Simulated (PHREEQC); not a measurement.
# Buffer: an equilibrium model

A solution holds 0.012 mol/kgw HF and 0.064 mol/kgw Na2SO4, at 25 °C. Closed to the air; pH follows from the charge balance.

The numbers come from PHREEQC with the ion-association model, phreeqc.dat.

This is a speciation only: nothing precipitates in the calculation.

### Question
Estimate the pH, density.

### Answer
pH 2.83; density 1.005 g/cm³.

### Question
In which forms is Na present?

### Answer
Na+ 92 %, NaSO4- 7.4 % of the Na.

Species that the database lacks are ignored.
